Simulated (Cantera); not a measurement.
**Silicon etching in halogen gases: Si + NF3 + N2**

A closed system holds: 1 mol Si, 2.8 mol NF3, 73 mol N2, at 1125 K and 0.133 bar.

Method: chemical equilibrium by Gibbs-energy minimisation in Cantera with the NASA 1993 tables (ideal gas, pure condensed phases). Candidate condensed phases: Si, Si3N4; 16 gas species. Rates play no part.

The x(N2) comes out as 0.936, the x(F) comes out as 0.0482 and the x(SiF4) is 0.0126. The x(F2) comes out as 0.00355. The x(NF3) comes out as 1.99e-6. The gas amount comes out as 79.52 mol and the log10 activity of Si(s) (absent) comes out as -63.61.
